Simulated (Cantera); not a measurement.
Charge: 1 mol HgO, a varied amount of N2, held at 1523.15 K and 1050 Torr.

Method: chemical equilibrium by Gibbs-energy minimisation in Cantera with the NASA 1993 tables (ideal gas, pure condensed phases). Candidate condensed phases: Hg, HgO; 10 gas species. Kinetics and transport are ignored.

**Question.** At 12 mol N2, list the 4 most abundant gas species with their mole fractions, and the condensed phases.

**Answer.** N2 0.889, Hg 0.0741, O2 0.0367, NO 0.000608. Condensed: gas only.
